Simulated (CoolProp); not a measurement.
Vapour-liquid equilibrium of CH2F2 (R32) (1) + R1234yf (2) at 2.61 kPa; x and y are mole fractions of (1).

Computed with CoolProp (multi-fluid Helmholtz-energy mixture model, Tillner-Roth 1997 and Lemmon 2022; pair parameters Bell 2023).

Question: Give the bubble temperature and the first vapour's composition at x = 0.275, 0.35, 0.8. Is there an azeotrope?

Answer: x = 0.275: 173.4 K, y = 0.716; x = 0.35: 172.2 K, y = 0.766; x = 0.8: 169.5 K, y = 0.895. No azeotrope shows between x = 0.05 and 0.95.

Pair parameters are fitted to limited data, so mixtures are less certain than the pure fluids.
